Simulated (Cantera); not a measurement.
Charge: 1 mol SiCl4, 4.5 mol NH3, 0.1 mol H2, held at 13300 Pa.

These are equilibrium values from Cantera (NASA tables, ideal gas, pure condensed phases), not measurements of a reactor. Candidate condensed phases: NH4Cl, Si, Si3N4; 28 gas species. The tables' values for SiCl3, SiCl, SiN are old estimates; treat these amounts as uncertain. Gases not in the tables: Si2H6 and higher silanes. Kinetics and transport are ignored.

x: gas mole fraction; n: condensed amount in mol.

```csv
T (K),x H2,x HCl,x N2,x SiCl2,x SiCl4,n Si3N4(s)
873,0.517,0.290,0.169,2.13e-9,0.0241,0.250
973,0.507,0.307,0.166,1.06e-7,0.0196,0.265
1073,0.500,0.319,0.164,2.50e-6,0.0163,0.276
1173,0.495,0.328,0.162,3.36e-5,0.0137,0.283
1273,0.492,0.334,0.161,0.000293,0.0115,0.287
1373,0.490,0.335,0.161,0.00179,0.00941,0.285
1473,0.492,0.324,0.164,0.00785,0.00678,0.265
1573,0.498,0.295,0.172,0.0239,0.00370,…
1673,0.511,0.246,0.185,0.0500,0.00140,…
1773,0.526,0.190,0.199,0.0786,0.000397,…
1873,0.528,0.177,0.203,0.0868,0.000134,0
1973,0.526,0.178,0.203,0.0873,5.38e-5,0
2073,0.523,0.179,0.202,0.0867,2.35e-5,0
2173,0.517,0.181,0.201,0.0847,1.11e-5,0
```

What belongs in the gaps?


- 1573, n Si3N4(s): 0.212
- 1673, n Si3N4(s): 0.125
- 1773, n Si3N4(s): 0.0261
